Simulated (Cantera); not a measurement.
A closed system holds: 1 mol SiH₄, 0.1 mol C₂H₄, 360 mol H₂, at 0.160 bar.

Equilibrium computed with Cantera from the NASA thermochemical tables; the gas is ideal and each condensed phase is pure. Candidate condensed phases: C, C₆H₆, C₇H₈, C₈H₁₈, Si, SiC; 87 gas species. Mutual solubility and eutectic melting of coexisting phases are not modelled. Gases not in the tables: Si₂H₆ and higher silanes. The numbers say what is thermodynamically allowed, not how fast it happens.

Problem. Which condensed phases are stable at each of these points (T (K)): 1525, 1625, 1725, 1825, 1925, 2025, 2125, 2225, 2325, 2425, 2525?

Solution. 
| T (K) | condensed phases | Si condensed (%) |
|---|---|---|
| 1525 | Si(s) + SiC(s) | 99.9 |
| 1625 | Si(s) + SiC(s) | 99.7 |
| 1725 | Si(l) + SiC(s) | 99.0 |
| 1825 | Si(l) + SiC(s) | 97.2 |
| 1925 | Si(l) + SiC(s) | 92.1 |
| 2025 | Si(l) + SiC(s) | 77.8 |
| 2125 | Si(l) + SiC(s) | 39.9 |
| 2225 | SiC(s) | 7.3 |
| 2325 | gas only | 0.0 |
| 2425 | gas only | 0.0 |
| 2525 | gas only | 0.0 |

From 1525 K to 1625 K the condensed part is Si(s) + SiC(s). From 1725 K to 2125 K the condensed part is Si(l) + SiC(s). At 2225 K the condensed part is SiC(s). From 2325 K to 2525 K nothing is condensed.
